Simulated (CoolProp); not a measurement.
Model: reference Helmholtz-energy equation of state, Beckmüller 2019, in CoolProp.

### Question
For n-octane, give the phase and the density (kg/m³), cv (kJ/(kg K)), isothermal compressibility (1/MPa), expansivity (1/kK) at 620 K and 276 kPa.

### Answer
- 620 K and 276 kPa: gas; density 6.31, cv 2.86, isothermal compressibility 3.74, expansivity 1.80
